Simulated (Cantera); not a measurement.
A Cantera script and what it prints.

```python
import numpy as np
import cantera as ct

gas_names = """
    C CO COS CO2 CS CS2 C2 C2O C3 C3O2 C4 C5 Fe FeC5O5 FeO O O2 O3 S SO SO2 SO3 S2 S2O S8
""".split()
cond_names = """
    C(gr) Fe(a) Fe(c) Fe(d) Fe(L) FeC5O5(L) FeO(s) FeO(L) FeS(a) FeS(b) FeS(c) FeS(L) FeSO4(s) FeS2(s)
    Fe2O3(s) Fe2S3O12(s) Fe3O4(s) S(cr1) S(cr2) S(L)
""".split()


# ... load() reads the species with a 1 bar reference pressure and builds the phases ...
atoms = {
    'FeS2': {'Fe': 1, 'S': 2},
    'O2': {'O': 2},
    'CO2': {'C': 1, 'O': 2},
}
top_T = {'C(gr)': 4500, 'FeSO4(s)': 950, 'FeS2(s)': 1010, 'Fe2O3(s)': 1830, 'Fe2S3O12(s)': 1100, 'Fe3O4(s)': 1870}  # K; cautious upper limits of use, not melting points


# ... equilibrate(T, P, feed) seeds the gas with the atoms and calls Mixture.equilibrate('TP', solver="vcs", rtol=1e-11, max_steps=5000) ...
results = []
feed = {'FeS2': 1, 'O2': 9.2, 'CO2': 0.037}  # mol
T = 1098.15  # K
P = 44000  # Pa
mix = equilibrate(T, P, feed)
results.append((T, P, feed, dict(zip(mix.species_names, mix.species_moles))))
print(gas.report(threshold=1e-05))
for i in range(1, mix.n_phases):
    print(f"{mix.phase(i).name:16s} {mix.phase_moles(i):12.5e} mol")
```

Output:

```
       temperature   1098.2 K
          pressure   44000 Pa
           density   0.19706 kg/m^3
  mean mol. weight   40.893 kg/kmol
   phase of matter   gas

                          1 kg             1 kmol
                     ---------------   ---------------
          enthalpy       -1.2212e+06       -4.9938e+07  J
   internal energy       -1.4445e+06       -5.9068e+07  J
           entropy            6784.4        2.7743e+05  J/K
    Gibbs function       -8.6715e+06        -3.546e+08  J
 heat capacity c_p            1016.4             41565  J/K
 heat capacity c_v            813.11             33250  J/K

                      mass frac. Y      mole frac. X     chem. pot. / RT
                     ---------------   ---------------   ---------------
               CO2         0.0048443         0.0045013            -78.08
                O2           0.58858           0.75219           -27.933
               SO2           0.27933           0.17831           -68.087
               SO3           0.12725             0.065           -82.054
     [  +21 minor]        1.2667e-09        3.1594e-09

C(gr)             0.00000e+00 mol
Fe(a)             0.00000e+00 mol
FeC5O5(L)         0.00000e+00 mol
FeO(s)            0.00000e+00 mol
FeS(c)            0.00000e+00 mol
Fe2O3(s)          5.00000e-01 mol
Fe2S3O12(s)       0.00000e+00 mol
Fe3O4(s)          0.00000e+00 mol
S(L)              0.00000e+00 mol
```

Cantera equilibrium calculation (NASA polynomials, part measured and part estimated; ideal gas, pure solids and liquids).
